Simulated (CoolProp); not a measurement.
A Linde-Hampson liquefier for CF4 (R14): isothermal reversible compression at 320 K from 1 atm to 40 MPa, throttling to 1 atm, return gas leaving the recuperator 2 K below the feed. Each further row changes one setting.

Computed with CoolProp (reference Helmholtz-energy equation of state, Platzer 1990). This equation is an older, rougher fit; its heat capacities, sound speeds and derivatives of the liquid may be far off and weren't checked against measurements.

```csv
case,liquid yield per pass,compression work (kJ/kg of gas)
as stated,0.249,169
warm-end temperature 350 K,0.198,190
warm-end gap 7 K,0.237,169
```
